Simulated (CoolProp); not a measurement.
Propylene along the isotherm 275.35 °C: fugacity coefficient from the reference equation and from simpler models built on Tc = 91.1 °C, pc = 4555 kPa, ω = 0.146; each cubic takes its own stable root.

Model: reference Helmholtz-energy equation of state, Lemmon 2013, in CoolProp.

```json
[
 {"p (kPa)": "72", "phase": "gas", "reference": "0.9986", "van der Waals": "0.9984", "Redlich-Kwong": "0.9985", "Soave-Redlich-Kwong": "0.9988"},
 {"p (kPa)": "128", "phase": "gas", "reference": "0.9976", "van der Waals": "0.9971", "Redlich-Kwong": "0.9973", "Soave-Redlich-Kwong": "0.9979"},
 {"p (kPa)": "228", "phase": "gas", "reference": "0.9957", "van der Waals": "0.9949", "Redlich-Kwong": "0.9952", "Soave-Redlich-Kwong": "0.9962"},
 {"p (kPa)": "405", "phase": "gas", "reference": "0.9924", "van der Waals": "0.9909", "Redlich-Kwong": "0.9915", "Soave-Redlich-Kwong": "0.9933"},
 {"p (kPa)": "720", "phase": "gas", "reference": "0.9865", "van der Waals": "0.9838", "Redlich-Kwong": "0.9850", "Soave-Redlich-Kwong": "0.9882"},
 {"p (kPa)": "1280", "phase": "gas", "reference": "0.9763", "van der Waals": "0.9713", "Redlich-Kwong": "0.9735", "Soave-Redlich-Kwong": "0.9793"},
 {"p (kPa)": "2280", "phase": "gas", "reference": "0.9584", "van der Waals": "(withheld)", "Redlich-Kwong": "0.9535", "Soave-Redlich-Kwong": "0.9637"},
 {"p (kPa)": "4050", "phase": "gas", "reference": "0.9283", "van der Waals": "0.9113", "Redlich-Kwong": "(withheld)", "Soave-Redlich-Kwong": "0.9375"},
 {"p (kPa)": "7200", "phase": "supercritical", "reference": "0.8791", "van der Waals": "(withheld)", "Redlich-Kwong": "0.8644", "Soave-Redlich-Kwong": "0.8955"},
 {"p (kPa)": "12800", "phase": "supercritical", "reference": "(withheld)", "van der Waals": "0.7507", "Redlich-Kwong": "(withheld)", "Soave-Redlich-Kwong": "0.8363"},
 {"p (kPa)": "22800", "phase": "supercritical", "reference": "0.7278", "van der Waals": "0.6624", "Redlich-Kwong": "0.7027", "Soave-Redlich-Kwong": "0.7786"}
]
```

### Question
What belongs in the gaps?

### Answer

- 2280, van der Waals: 0.9493
- 4050, Redlich-Kwong: 0.9196
- 7200, van der Waals: 0.8472
- 12800, reference: 0.8067
- 12800, Redlich-Kwong: 0.7847
